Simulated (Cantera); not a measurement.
A closed system holds: 1 mol Si3H8, 0.3 mol Cl2, 35 mol H2, held at 1550 K and 750 Torr.

These are equilibrium values from Cantera (NASA tables, ideal gas, pure condensed phases), not measurements of a reactor. Candidate condensed phases: Si; 19 gas species. The feed counts by its element totals alone. The tables' values for SiCl3 are old estimates; treat these amounts as uncertain. The numbers say what is thermodynamically allowed, not how fast it happens.

Base state: H2 0.985, HCl 0.0138, SiCl2 0.000649, H 3.13e-5, SiCl3 1.65e-5, SiH2Cl2 1.46e-5, SiHCl3 1.02e-5 (mole fractions); condensed: Si(s).

### Question
What changes in the equilibrium state with this change: Si3H8 replaced by SiH2Cl2?

### Answer
```tsv
species	before	after
H2	0.985	0.942
HCl	0.0138	0.0484
SiCl2	0.000649	0.00829
SiCl4	1.17e-6	0.000192
SiCl3	1.65e-5	0.000755
Si(s), mol	2.97	0.631
```

### Question
What changes in the equilibrium state with this change: Cl2 from 0.3 to 0.54 mol?

### Answer
```tsv
species	before	after
H2	0.985	0.975
HCl	0.0138	0.0231
SiCl2	0.000649	0.00183
SiCl3	1.65e-5	7.84e-5
SiHCl3	1.02e-5	4.84e-5
SiH2Cl2	1.46e-5	4.08e-5
SiH3Cl	6.18e-6	1.02e-5
H	3.13e-5	3.11e-5
Si(s), mol	2.97	2.92
```
